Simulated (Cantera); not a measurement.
Cantera with NASA thermochemical tables; ideal gases at 1 bar, condensed phases pure. Values are per mole of reaction as written; species without (g) are pure solids or liquids, kept so even where they would boil at 1 bar. The tables' values for SiF2 are old estimates.

Q: Between 350 and 750 K, where is each reaction favourable under standard conditions?
- SiF4(g) + 2 SF4(g) → 2 SF6(g) + Si
- SF4(g) + 2 SiF2(g) → 2 SiF4(g) + S

A: 
- SiF4(g) + 2 SF4(g) → 2 SF6(g) + Si: ΔG° is 798 kJ at 350 K and 911 kJ at 750 K; it stays positive (K < 1). ΔH° is 702 kJ and ΔS° -279 J/K at 750 K.
- SF4(g) + 2 SiF2(g) → 2 SiF4(g) + S: ΔG° is -1216 kJ at 350 K and -1135 kJ at 750 K; it stays negative (K > 1). ΔH° is -1281 kJ and ΔS° -195 J/K at 750 K.
